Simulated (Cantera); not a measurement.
What does this Cantera script print?

```python
import numpy as np
import cantera as ct

gas_names = """
    F
""".split()
cond_names = """
    MgF2(s) MgF2(L) Mg(cr) Mg(L)
""".split()


def load(file, names, dense=False):
    # The tables refer to 1 bar. Condensed volumes are neglected.
    table = {s.name: s for s in ct.Species.list_from_file(file)}
    out = []
    for n in names:
        d = dict(table[n].input_data)
        d["thermo"] = dict(d["thermo"], **{"reference-pressure": 1e5})
        if dense:
            d["equation-of-state"] = {"model": "constant-volume", "density": "1e6 g/cm^3"}
        out.append(ct.Species.from_dict(d))
    return out


species = {s.name: s for s in load("nasa_gas.yaml", gas_names) + load("nasa_condensed.yaml", cond_names)}
# Each term lists the table entries of one substance; the one whose range holds T is used.
reactions = {
    'MgF2 = 2 F(g) + Mg':
        [(-1, ['MgF2(s)', 'MgF2(L)']), (2, ['F']), (1, ['Mg(cr)', 'Mg(L)'])],
}


def pick(names, T):
    return next(species[n] for n in names if species[n].thermo.min_temp <= T <= species[n].thermo.max_temp)


results = []
for label, terms in reactions.items():
    print(label)
    print("     T/K   dH/kJ  dS/(J/K)   dG/kJ   log10 K")
    for T in [600, 650, 700, 750, 800, 850, 900]:
        used = [(nu, pick(names, T)) for nu, names in terms]
        dH = sum(nu * s.thermo.h(T) for nu, s in used) / 1e6
        dS = sum(nu * s.thermo.s(T) for nu, s in used) / 1e3
        dG = dH - T * dS / 1e3
        logK = -dG * 1e6 / (ct.gas_constant * T * np.log(10))
        results.append((label, T, dH, dS, dG, logK, [s.name for _, s in used]))
        print(f"{T:8g} {dH:8.1f} {dS:8.1f} {dG:8.1f} {logK:8.2f}")
```

Output:

```
MgF2 = 2 F(g) + Mg
     T/K   dH/kJ  dS/(J/K)   dG/kJ   log10 K
     600   1283.4    294.2   1106.9   -96.36
     650   1283.2    293.9   1092.2   -87.77
     700   1283.0    293.5   1077.5   -80.40
     750   1282.8    293.2   1062.9   -74.02
     800   1282.5    292.9   1048.2   -68.44
     850   1282.3    292.6   1033.6   -63.51
     900   1282.0    292.3   1018.9   -59.14
```

Cantera with NASA thermochemical tables; ideal gases at 1 bar, condensed phases pure. Condensed species are held in their standard states even where they would react or evaporate.
